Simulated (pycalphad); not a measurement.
An equivalent pycalphad script:

```python
from pycalphad import Database, equilibrium, calculate, variables as v
import numpy as np
db = Database('COST507.tdb')
comps = ['TI', 'HF', 'B', 'VA']
phases = ['B2M', 'B2TI', 'B4M3', 'B4TI3', 'BCC_A2', 'BETA_RHOMBO_B', 'BM', 'BTI', 'HCP_A3', 'LIQUID']
eq = equilibrium(db, comps, phases, {v.X('HF'): 0.0203, v.X('B'): 0.0194, v.T: np.arange(2850, 499, -50), v.P: 101325, v.N: 1}, output=['HM', 'SM'])
```

All values are pycalphad results on the COST 507 light-alloy database (1999) (1 atm), not direct measurements. The data set is of 1999 and partly superseded. Phase fractions are per mole of atoms. Diffusion is slow at the low end, where real alloys seldom reach equilibrium.

Results at three of the temperatures:

```
T = 2100.00 K, P = 101325 Pa, N = 1 mol of atoms
G = -141126 J/mol, H = 75330 J/mol, S = 103.07 J/(mol K)  (SER reference)
chemical potentials (J/mol): Ti -136901, Hf -239121, B -247733
phase             fraction      x(Ti)      x(Hf)       x(B)
LIQUID              1.0000     0.9603     0.0203     0.0194
```

```
T = 1100.00 K, P = 101325 Pa, N = 1 mol of atoms
G = -55137 J/mol, H = 20903 J/mol, S = 69.13 J/(mol K)  (SER reference)
chemical potentials (J/mol): Ti -51694, Hf -98578, B -180113
phase             fraction      x(Ti)      x(Hf)       x(B)
HCP_A3              0.9640     0.9776     0.0210     0.0014
BM                  0.0360     0.4986     0.0014     0.5000
```

```
T = 750.00 K, P = 101325 Pa, N = 1 mol of atoms
G = -32983 J/mol, H = 9690 J/mol, S = 56.90 J/(mol K)  (SER reference)
chemical potentials (J/mol): Ti -29655, Hf -57668, B -171881
phase             fraction      x(Ti)      x(Hf)       x(B)
HCP_A3              0.9620     0.9785     0.0211    0.00042
BM                  0.0380     0.4993   0.000746     0.5000
```

Changes of the phase set, refined by bisection:

```tsv
T (K)	phases above	phases below
1896.2	LIQUID	BCC_A2 + LIQUID
1814.3	BCC_A2 + LIQUID	BCC_A2 + BM
1141.2	BCC_A2 + BM	BCC_A2 + BM + HCP_A3
1136.6	BCC_A2 + BM + HCP_A3	BM + HCP_A3
```

Database names, with the compositions (at.%) that they take in these runs: BM: Ti 50 B 50. BCC_A2 is bcc; HCP_A3 is hcp.
